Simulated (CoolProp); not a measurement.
Vapour-liquid equilibrium of CH2F2 (R32) (1) + R152A (2) at 1.37 bar; x and y are mole fractions of (1).

The numbers come from the multi-fluid Helmholtz-energy mixture model, Tillner-Roth 1997 and Outcalt 1996; pair parameters Bell 2016 in CoolProp.

| x | bubble temperature (°C) | y at the bubble point | dew temperature at overall composition x (°C) | liquid density (mol/L) |
|---|---|---|---|---|
| 0.05 | -19.7 | 0.147 | -17.9 | 15.41 |
| 0.125 | -23.3 | 0.322 | -19.3 | 15.90 |
| 0.2 | -26.5 | 0.456 | -20.8 | 16.39 |
| 0.275 | -29.2 | 0.562 | -22.3 | 16.90 |
| 0.35 | -31.7 | 0.647 | -23.9 | 17.43 |
| 0.425 | -33.8 | 0.716 | -25.7 | 17.97 |
| 0.5 | -35.8 | 0.774 | -27.6 | 18.53 |
| 0.575 | -37.6 | 0.823 | -29.6 | 19.11 |
| 0.65 | -39.3 | 0.864 | -31.7 | 19.72 |
| 0.725 | -40.8 | 0.900 | -34.1 | 20.36 |
| 0.8 | -42.2 | 0.932 | -36.8 | 21.03 |
| 0.875 | -43.5 | 0.960 | -39.7 | 21.73 |
| 0.95 | -44.8 | 0.985 | -43.0 | 22.47 |

No azeotrope shows between x = 0.05 and 0.95.

Pair parameters are fitted to limited data, so mixtures are less certain than the pure fluids.
